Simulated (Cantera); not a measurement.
Input: 1 mol CH3SiH3, 9.9 mol H2, equilibrated at 86000 Pa.

Cantera equilibrium calculation (NASA polynomials, part measured and part estimated; ideal gas, pure solids and liquids). Candidate condensed phases: C, C6H6, C7H8, C8H18, Si, SiC; 87 gas species. The feed counts by its element totals alone. Mutual solubility and eutectic melting of coexisting phases are not modelled. Gases not in the tables: Si2H6 and higher silanes. Rates play no part.

Task: What share of the Si ends up in condensed phases as a function of T (K), at 1573, 1673, 1773, 1873, 1973, 2073, 2173, 2273, 2373, 2473, 2573, 2673?

Result: 
| T (K) | Si condensed (%) | as |
|---|---|---|
| 1573 | 100.0 | Si(s) + SiC(s) |
| 1673 | 100.0 | SiC(s) |
| 1773 | 100.0 | SiC(s) |
| 1873 | 100.0 | SiC(s) |
| 1973 | 99.9 | SiC(s) |
| 2073 | 99.8 | SiC(s) |
| 2173 | 99.6 | SiC(s) |
| 2273 | 99.0 | SiC(s) |
| 2373 | 97.6 | SiC(s) |
| 2473 | 94.5 | SiC(s) |
| 2573 | 87.7 | SiC(s) |
| 2673 | 72.6 | SiC(s) |
